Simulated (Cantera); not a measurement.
Input: 1 mol FeS, 4.6 mol SO3, 1.2 mol O2, held at 0.610 bar.

Equilibrium computed with Cantera from the NASA thermochemical tables; the gas is ideal and each condensed phase is pure. Candidate condensed phases: Fe, FeO, FeS, FeSO4, FeS2, Fe2O3, Fe2(SO4)3, Fe3O4, S; 12 gas species. Kinetics and transport are ignored.

**Question.** At 1127 °C, list the 3 most abundant gas species with their mole fractions, and the condensed phases.

**Answer.** SO2 0.751, O2 0.231, SO3 0.0182. Condensed: Fe2O3(s).
